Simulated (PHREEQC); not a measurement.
Model water analysis in mg/kgw, 81 °C, pH 3.93, pe 9.3: Na 2120; K 175; Ca 172; Mg 424; Cl 909; S(6) as SO4 5680; Br 5.19; Zn 79.3.

Valence states are taken as typed.

All values are PHREEQC results (ion-association model, phreeqc.dat), not measurements.

Precipitation was switched off in this run.

Q: Order these Ca species by the share of Ca that they hold, largest first: Ca+2, CaHSO4+, CaSO4.

A: Ca+2 (56 %), CaSO4 (44 %), CaHSO4+ (0.14 %)

The pH is 3.93 and the ionic strength 0.150 mol/kgw. Away from 25 °C the constants follow the database's enthalpies or fits; those with neither stay at their 25 °C values.
